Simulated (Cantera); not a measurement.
**Adiabatic ignition**

An adiabatic, constant-volume homogeneous reactor starts with 10.5 % CH₄, 16.4 % O₂, 61.6 % N₂, 11.5 % CO₂, at 1675 K and 0.730 bar.

Cantera simulation using GRI-Mech 3.0 (53 species, 325 reactions); the numbers are that mechanism's predictions, not measurements.

```
t (s)     T (K)  P (bar)   x CH₄    x O₂   x CO₂      x H      x NO    x C₂H₆    x H₂O
--------  -----  -------  ------  ------  ------  -------  --------  --------  -------
1.00e-6    1675    0.730   0.105   0.164   0.115  1.78e-7    <1e-12  3.42e-12  1.22e-7
5.85e-6    1675    0.730   0.104   0.164   0.115  1.95e-7    <1e-12   1.22e-9  2.10e-6
3.42e-5    1675    0.730   0.104   0.164   0.115  2.95e-7    <1e-12   3.56e-7  2.94e-5
0.000200   1679    0.732   0.102   0.163   0.115  4.37e-6  1.78e-11  0.000176  0.00141
0.00117    2780     1.31  <1e-12  0.0145   0.100   0.0102   0.00350    <1e-12    0.155
0.00684    2772     1.31  <1e-12  0.0132  0.0999  0.00994   0.00752    <1e-12    0.155
0.0400     2772     1.31  <1e-12  0.0132  0.0999  0.00994   0.00754    <1e-12    0.155
0.234      2772     1.31  <1e-12  0.0132  0.0999  0.00994   0.00754    <1e-12    0.155
1.37       2772     1.31  <1e-12  0.0132  0.0999  0.00994   0.00754    <1e-12    0.155
8.00       2772     1.31  <1e-12  0.0132  0.0999  0.00994   0.00754    <1e-12    0.155
```
x: mole fraction; the columns are a selection and need not sum to one.

| Property | Result |
|---|---|
| time of steepest temperature rise | 0.394 ms |
| temperature at 8.00 s | 2772 K |
| equilibrium temperature | 2772 K |
| x(CH₄) at 8.00 s | <1e-12 (gas-phase equilibrium <1e-12) |
| x(O₂) at 8.00 s | 0.0132 (gas-phase equilibrium 0.0132) |
| x(CO₂) at 8.00 s | 0.0999 (gas-phase equilibrium 0.0999) |
